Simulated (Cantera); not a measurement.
Cantera with NASA thermochemical tables; ideal gases at 1 bar, condensed phases pure. Values are per mole of reaction as written; species without (g) are pure solids or liquids, kept so even where they would boil at 1 bar.

4 Cu(OH)2 ⇌ 6 OH(g) + H2(g) + 2 Cu2O, with ΔH° = 1696.1 kJ and ΔS° = 984.0 J/K at 300 K.

**Question.** How far is the shortcut ΔG° ≈ ΔH°(300 K) − T·ΔS°(300 K) from the full temperature-dependent value at 1250, 1300, 1350, 1400, 1450 K?

**Answer.** 
```csv
T (K),shortcut (kJ),full (kJ),difference (kJ),difference in log10 K
1250,466.0,524.3,-58.3,2.44
1300,416.8,480.8,-64.0,2.57
1350,367.6,437.4,-69.8,2.70
1400,318.4,394.2,-75.8,2.83
1450,269.2,351.1,-81.9,2.95
```
The shortcut ignores the heat-capacity change of the reaction.
